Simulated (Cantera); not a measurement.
A closed system holds: 1 mol SiH2Cl2, 1.9 mol NH3, 7.2 mol N2, held at 427 °C and 0.00620 bar.

These are equilibrium values from Cantera (NASA tables, ideal gas, pure condensed phases), not measurements of a reactor. Candidate condensed phases: NH4Cl, Si, Si3N4; 28 gas species. Rates play no part.

Question: What is the equilibrium state?

Answer: x(N2): 0.610
x(H2): 0.239
x(HCl): 0.147
x(SiCl4): 0.00386
x(NH3): 5.30e-6
x(SiHCl3): 1.28e-6
n(Si3N4(s)): 0.317 mol
gas amount: 12.32 mol
log10 activity of Si(s) (absent): -11.16
